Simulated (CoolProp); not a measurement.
Vapour-liquid equilibrium of R134a (1) + methanol (2) at 0.146 bar; x and y are mole fractions of (1).

Values from CoolProp's multi-fluid Helmholtz-energy mixture model, Tillner-Roth 1994 and de Reuck 1993; pair parameters Bell 2016.

Q: Give the bubble temperature and the first vapour's composition at x = 0.05, 0.25, 0.35. Is there an azeotrope?

A: x = 0.05: -36.7 °C, y = 0.982; x = 0.25: -53.7 °C, y = 0.997; x = 0.35: -54.9 °C, y = 0.997. No azeotrope shows between x = 0.05 and 0.95.

Pair parameters are fitted to limited data, so mixtures are less certain than the pure fluids. With so large a gap from Raoult's law the liquid may split in two, which this calculation doesn't test in full.
